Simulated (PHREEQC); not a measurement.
Na2SO4 is added in steps, without added water, to 1 kg of water holding 0.00098 mol/kgw KHCO3 and 0.03 mol/kgw Na2HPO4, at 25 °C. Oxygen is held at 0.21 atm. The system is closed to CO2. Only these solids could form: Mirabilite, Nahcolite, Natron.

Base run: PHREEQC, ion-association model, wateq4f.dat. Each further column changes one thing. The table gives pH.

```
Na2SO4 added (mol)  base  temperature from 25 to 70 °C  Na2HPO4 from 0.03 to 0.3 mol/kgw  diluted 100-fold with water  no solid may form
------------------  ----  ----------------------------  --------------------------------  ---------------------------  -----------------
0                   9.07                          8.68                              8.97                         8.80               9.07
0.012               9.02                          8.62                              8.96                         8.66               9.02
0.024               8.99                          8.58                              8.96                         8.61               8.99
0.042               8.94                          8.53                              8.95                         8.57               8.94
0.054               8.92                          8.50                              8.95                         8.55               8.92
0.066               8.90                          8.48                              8.94                         8.53               8.90
0.078               8.88                          8.46                              8.94                         8.51               8.88
0.096               8.85                          8.43                              8.93                         8.49               8.85
0.108               8.84                          8.41                              8.93                         8.48               8.84
0.12                8.83                          8.40                              8.92                         8.47               8.83
```

H3PO4, which wateq4f.dat lacks, is added to it with the constant of phreeqc.dat. At this temperature some constants are extrapolated from 25 °C, and those without enthalpy data are left unchanged. The ionic strength passes 0.7 mol/kgw, the rough limit of the ion-association models, in part of: Na2HPO4 from 0.03 to 0.3 mol/kgw.
